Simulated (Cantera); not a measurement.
Charge: 1 mol CuO, 1.1 mol NF3, 1.3 mol H2, held at 16.0 mbar.

Method: chemical equilibrium by Gibbs-energy minimisation in Cantera with the NASA 1993 tables (ideal gas, pure condensed phases). Candidate condensed phases: Cu, CuF2, CuO, Cu(OH)2, Cu2O, H2O; 45 gas species. Equilibrium is a limit: real reactors are often held back by kinetics, nucleation or transport.

Which condensed phases are stable at each of these points (T (°C)): 975, 1025, 1075, 1125, 1175, 1225, 1275, 1325, 1375, 1425, 1475, 1525, 1575, 1625?


| T (°C) | condensed phases | Cu condensed (%) |
|---|---|---|
| 975 | Cu2O(s) | 56.3 |
| 1025 | Cu2O(s) | 51.0 |
| 1075 | Cu2O(s) | 44.7 |
| 1125 | Cu2O(s) | 38.8 |
| 1175 | Cu2O(s) | 34.4 |
| 1225 | Cu2O(s) | 31.6 |
| 1275 | Cu2O(l) | 29.3 |
| 1325 | Cu2O(l) | 26.5 |
| 1375 | Cu2O(l) | 21.9 |
| 1425 | Cu2O(l) | 14.2 |
| 1475 | Cu(l) | 3.3 |
| 1525 | gas only | 0.0 |
| 1575 | gas only | 0.0 |
| 1625 | gas only | 0.0 |

From 975 °C to 1225 °C the condensed part is Cu2O(s). From 1275 °C to 1425 °C the condensed part is Cu2O(l). At 1475 °C the condensed part is Cu(l). From 1525 °C to 1625 °C nothing is condensed.
